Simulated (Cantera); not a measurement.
An isothermal, constant-pressure homogeneous reactor starts with CH4 : H2 : H = 0.02 : 1 : 0.019 (molar parts), at 2498 K and 135 Torr.

Cantera simulation using GRI-Mech 3.0 (53 species, 325 reactions); the numbers are that mechanism's predictions, not measurements. GRI-Mech 3.0 stops at C3 and has no aromatics, soot or wall deposition, so with more carbon than oxygen in the feed, carbon stays in small species such as C2H2 where larger ones or solid carbon would form.

One state of this run: x CH4 = 2.23e-5; x H2 = 0.934; x H = 0.0572; x C2H6 = 1.77e-11; x CH2 = 2.42e-6. x: mole fraction; the columns are a selection and need not sum to one.

Q: Which value of t (s) does it belong to?
A) 4.00e-6
B) 50.0
C) 0.00362
D) 1.56e-5

A: B, 50.0
